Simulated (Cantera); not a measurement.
Input (Python, Cantera):

```python
import numpy as np
import cantera as ct

gas = ct.Solution("gri30.yaml")
gas.TPX = 1600, 100000, {'CH4': 1, 'O2': 2, 'N2': 7.52, 'CO2': 0.37}
reactor = ct.IdealGasConstPressureReactor(gas, energy="on", clone=False)
net = ct.ReactorNet([reactor])
net.rtol, net.atol = 1e-08, 1e-16
show = ['CH4', 'O2', 'CO2', 'H2O', 'NO', 'CH3']
times = np.geomspace(2e-06, 3, 12)

steps = ct.SolutionArray(gas, extra=["t"])
rows = []
print(f"{'t/s':>10s}{'T/K':>9s}{'P/Pa':>11s}" + "".join(f"{s:>11s}" for s in show))
for t in times:
    while net.time < t:
        t_next = net.step()
        steps.append(gas.state, t=t_next)
    rows.append([np.interp(t, steps.t, y) for y in (steps.T, steps.P, *steps(*show).X.T)])
    print(f"{t:10.3e}{rows[-1][0]:9.1f}{rows[-1][1]:11.4g}" + "".join(f"{x:11.3e}" for x in rows[-1][2:]))
rate = np.gradient(steps.T, steps.t)
print("integrator steps:", len(steps.t))
if steps.T.max() > steps.T[0] + 200:
    print(f"time of steepest temperature rise: {steps.t[rate.argmax()]:.4e} s")
gas.TPX = 1600, 100000, {'CH4': 1, 'O2': 2, 'N2': 7.52, 'CO2': 0.37}
gas.equilibrate("HP")
print(f"equilibrium (HP): T = {gas.T:.1f} K  " + "  ".join(f"{s} {gas[s].X[0]:.3e}" for s in show))
```

Result:

```
       t/s      T/K       P/Pa        CH4         O2        CO2        H2O         NO        CH3
 2.000e-06   1600.0      1e+05  9.183e-02  1.837e-01  3.398e-02  1.737e-07  1.489e-15  1.272e-06
 7.286e-06   1600.0      1e+05  9.182e-02  1.837e-01  3.398e-02  1.090e-06  9.055e-15  5.297e-06
 2.654e-05   1599.9      1e+05  9.180e-02  1.836e-01  3.398e-02  7.977e-06  5.530e-14  2.335e-05
 9.670e-05   1599.9      1e+05  9.161e-02  1.836e-01  3.397e-02  1.037e-04  6.264e-13  1.354e-04
 3.523e-04   1618.1      1e+05  8.591e-02  1.799e-01  3.396e-02  4.108e-03  3.164e-11  1.004e-03
 1.283e-03   2725.5      1e+05  1.386e-15  2.484e-02  7.034e-02  1.462e-01  2.815e-03  1.204e-14
 4.675e-03   2717.9      1e+05  1.503e-15  2.257e-02  7.011e-02  1.466e-01  8.697e-03  1.256e-14
 1.703e-02   2716.5      1e+05  1.524e-15  2.220e-02  7.006e-02  1.466e-01  9.694e-03  1.265e-14
 6.205e-02   2716.5      1e+05  1.524e-15  2.220e-02  7.006e-02  1.466e-01  9.695e-03  1.265e-14
 2.260e-01   2716.5      1e+05  1.524e-15  2.220e-02  7.006e-02  1.466e-01  9.695e-03  1.265e-14
 8.235e-01   2716.5      1e+05  1.524e-15  2.220e-02  7.006e-02  1.466e-01  9.695e-03  1.265e-14
 3.000e+00   2716.5      1e+05  1.524e-15  2.220e-02  7.006e-02  1.466e-01  9.695e-03  1.265e-14
integrator steps: 1803
time of steepest temperature rise: 4.9503e-04 s
equilibrium (HP): T = 2716.5 K  CH4 2.019e-15  O2 2.220e-02  CO2 7.006e-02  H2O 1.466e-01  NO 9.695e-03  CH3 1.676e-14
```

Computed with Cantera and GRI-Mech 3.0 (53 species, 325 reactions).
